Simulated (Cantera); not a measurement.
Feed: 1 mol Si, 1.2 mol HCl, 6 mol H₂, equilibrated at 677 °C and 4050 Torr.

Cantera equilibrium calculation (NASA polynomials, part measured and part estimated; ideal gas, pure solids and liquids). Candidate condensed phases: Si; 19 gas species. The tables' values for SiCl₃ are old estimates; treat these amounts as uncertain. Equilibrium is a limit: real reactors are often held back by kinetics, nucleation or transport.

Base state: H₂ 0.945, SiHCl₃ 0.0270, SiCl₄ 0.0208, SiH₂Cl₂ 0.00357, HCl 0.00333, SiH₃Cl 0.000118, SiCl₃ 0.000106, SiCl₂ 1.80e-5 (mole fractions); condensed: Si(s).

Task: What changes in the equilibrium state with this change: temperature from 677 °C to 1402 °C?

Result: 
```json
[
 {"species": "H₂", "before": "0.945", "after": "0.882"},
 {"species": "HCl", "before": "0.00333", "after": "0.0804"},
 {"species": "SiCl₂", "before": "1.80e-5", "after": "0.0264"},
 {"species": "SiCl₄", "before": "0.0208", "after": "0.00181"},
 {"species": "SiHCl₃", "before": "0.0270", "after": "0.00358"},
 {"species": "H", "before": "<1e-9", "after": "4.69e-5"},
 {"species": "SiCl₃", "before": "0.000106", "after": "0.00480"},
 {"species": "SiH₂Cl₂", "before": "0.00357", "after": "0.00122"},
 {"species": "Si(s), mol", "before": "0.646", "after": "0.729"}
]
```

Task: What changes in the equilibrium state with this change: HCl from 1.2 to 5.7 mol?

Result: 
```tsv
species	before	after
H₂	0.945	0.746
HCl	0.00333	0.161
SiCl₄	0.0208	0.0915
SiHCl₃	0.0270	0.00195
SiH₃Cl	0.000118	2.26e-9
SiH₂Cl₂	0.00357	4.20e-6
Si(s), mol	0.646	0
```
